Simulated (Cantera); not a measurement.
A perfectly stirred reactor is fed with 0.552 % C2H6, 99.4 % N2, at 37.5 Torr; it is held at 1973 K, and followed from long to short residence time.

Cantera simulation using GRI-Mech 3.0 (53 species, 325 reactions); the numbers are that mechanism's predictions, not measurements. GRI-Mech 3.0 stops at C3 and has no aromatics, soot or wall deposition, so with more carbon than oxygen in the feed, carbon stays in small species such as C2H2 where larger ones or solid carbon would form.

Predict: x(C2H6) at τ = 0.520 s; x(CH4) at τ = 0.520 s; x(H) at τ = 0.520 s; x(C2H4) at τ = 0.520 s; x(H2) at τ = 0.520 s; x(C2H6) at τ = 7.80 ms; x(CH4) at τ = 7.80 ms; x(H) at τ = 7.80 ms; x(C2H4) at τ = 7.80 ms; x(H2) at τ = 7.80 ms.


```
Item                       Value
----------------------  --------
x(C2H6) at τ = 0.520 s   4.26e-7
x(CH4) at τ = 0.520 s   0.000105
x(H) at τ = 0.520 s     0.000390
x(C2H4) at τ = 0.520 s   3.33e-6
x(H2) at τ = 0.520 s      0.0105
x(C2H6) at τ = 7.80 ms   2.67e-5
x(CH4) at τ = 7.80 ms   0.000547
x(H) at τ = 7.80 ms     0.000560
x(C2H4) at τ = 7.80 ms  0.000175
x(H2) at τ = 7.80 ms     0.00884
```
